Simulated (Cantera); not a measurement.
## Premixed flame

A freely propagating, adiabatic, planar premixed flame of 32.8 % H2, 16.4 % O2, 50.8 % N2, equivalence ratio 1.0, unburnt at 573 K and 0.133 bar; mixture-averaged transport, grid criteria slope 0.08 and curve 0.16, no radiation.

Computed with Cantera and the H2/O2 subset of GRI-Mech 3.0, which has no nitrogen chemistry. Burning velocities carry a grid error of a few per cent, more on coarse grids.

```csv
z (mm),T (K),u (m/s),x H2,x O2,x H2O,x OH,x O,x H2O2
-17.7,573,6.27,0.328,0.164,<1e-8,<1e-8,<1e-8,<1e-8
-11.8,573,6.27,0.328,0.164,<1e-8,<1e-8,<1e-8,<1e-8
-8.87,573,6.27,0.328,0.164,<1e-8,<1e-8,<1e-8,<1e-8
-5.91,573,6.27,0.328,0.164,<1e-8,<1e-8,<1e-8,<1e-8
-2.96,579,6.33,0.327,0.164,0.000363,2.51e-5,6.09e-6,5.35e-7
-1.48,702,7.59,0.305,0.161,0.0109,0.000360,0.000234,1.13e-6
0,1117,11.7,0.155,0.109,0.120,0.00380,0.00901,8.33e-7
1.48,1405,14.5,0.0572,0.0463,0.228,0.00998,0.0184,9.30e-7
2.96,1528,15.7,0.0540,0.0398,0.239,0.0130,0.0191,6.85e-7
5.91,1676,17.0,0.0564,0.0363,0.247,0.0165,0.0183,3.95e-7
11.8,1843,18.5,0.0574,0.0325,0.257,0.0201,0.0165,2.02e-7
23.7,2018,19.9,0.0561,0.0285,0.270,0.0229,0.0137,1.08e-7
47.3,2194,21.4,0.0523,0.0243,0.285,0.0244,0.0105,6.96e-8
```
x: mole fraction of selected species; z is measured from the peak of heat release.

| Quantity | Value |
|---|---|
| laminar burning velocity | 627 cm/s |
| thermal thickness | 5.91 mm |
| peak x(OH) | 0.0245 |
| peak x(O) | 0.0191 |
| peak x(H2O2) | 1.29e-6 |
| grid points | 136 |
